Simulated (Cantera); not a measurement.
A closed system holds: 1 mol SiCl₄, 1.1 mol NH₃, 0.53 mol H₂, held at 2.00 mbar.

Method: chemical equilibrium by Gibbs-energy minimisation in Cantera with the NASA 1993 tables (ideal gas, pure condensed phases). Candidate condensed phases: NH₄Cl, Si, Si₃N₄; 28 gas species. The tables' values for SiCl₃, SiCl, SiN are old estimates; treat these amounts as uncertain. The numbers say what is thermodynamically allowed, not how fast it happens.

log p: log10 of the partial pressure in bar; nothing condenses.

```tsv
T (K)	log p HCl	log p H₂	log p SiCl₂	log p N₂	log p Cl	log p SiCl₃	log p H
1475	-3.10	-3.27	-3.42	-3.63	-6.44	-4.42	-6.52
1550	-3.09	-3.28	-3.40	-3.63	-6.05	-4.59	-6.14
1625	-3.08	-3.29	-3.39	-3.63	-5.69	-4.76	-5.80
1700	-3.08	-3.30	-3.39	-3.63	-5.37	-4.91	-5.48
1775	-3.08	-3.30	-3.38	-3.63	?	-5.07	?
1850	-3.09	-3.30	-3.39	-3.64	-4.82	-5.21	-4.92
1925	-3.09	-3.31	-3.39	-3.64	?	-5.35	?
2000	-3.10	-3.31	-3.40	-3.64	-4.36	-5.48	-4.45
```

Problem. Complete the blanks.

Solution. 
- 1775, log p Cl: -5.09
- 1775, log p H: -5.19
- 1925, log p Cl: -4.58
- 1925, log p H: -4.67
